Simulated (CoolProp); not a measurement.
Properties of dimethyl carbonate along the isobar 0.101 MPa (Tc = 557.0 K, pc = 4.909 MPa, ω = 0.346).

The numbers come from the reference Helmholtz-energy equation of state, Zhou 2011 in CoolProp.

```
T (K)  phase           Z  speed of sound (m/s)  isothermal compressibility (1/MPa)
-----  -----  ----------  --------------------  ----------------------------------
368      gas  (withheld)            (withheld)                          (withheld)
401      gas      0.9793                 195.3                               10.11
434      gas      0.9841                 203.6                               10.06
466.9    gas      0.9874                 211.5                               10.03
499.9    gas      0.9899                 219.0                               10.00
532.9    gas      0.9918                 226.2                               9.984
565.9    gas      0.9932                 233.2                               9.969
598.9    gas      0.9944                 240.0                               9.957
```

Problem. What belongs in the gaps?

Solution. 
- 368, Z: 0.9723
- 368, speed of sound (m/s): 186.4
- 368, isothermal compressibility (1/MPa): 10.19
